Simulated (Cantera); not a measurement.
A Cantera script and its output.

```python
import numpy as np
import cantera as ct

gas = ct.Solution("gri30.yaml")


def delay(T, t_max=10):
    gas.TPX = T, 85000, {'CH4': 1, 'O2': 1.05, 'N2': 6.11}
    reactor = ct.IdealGasReactor(gas, clone=False)
    net = ct.ReactorNet([reactor])
    net.rtol, net.atol = 1e-8, 1e-16
    while net.time < t_max:
        t_old, T_old = net.time, reactor.T
        net.step()
        if reactor.T > T + 400:  # ignition: a rise of 400 K
            return t_old + (T + 400 - T_old) / (reactor.T - T_old) * (net.time - t_old)
    return np.nan


taus = []
for T in [1025, 1075, 1125, 1175, 1225, 1275, 1325, 1375, 1425]:
    taus.append(delay(T))
    print(f"T0 = {T:6g} K   tau = {taus[-1]:.4e} s")
```

Result:

```
T0 =   1025 K   tau = 1.7183e+00 s
T0 =   1075 K   tau = 7.3466e-01 s
T0 =   1125 K   tau = 3.2889e-01 s
T0 =   1175 K   tau = 1.5367e-01 s
T0 =   1225 K   tau = 7.4550e-02 s
T0 =   1275 K   tau = 3.7345e-02 s
T0 =   1325 K   tau = 1.9239e-02 s
T0 =   1375 K   tau = 1.0178e-02 s
T0 =   1425 K   tau = 5.5345e-03 s
```

Cantera simulation using GRI-Mech 3.0 (53 species, 325 reactions); the numbers are that mechanism's predictions, not measurements.
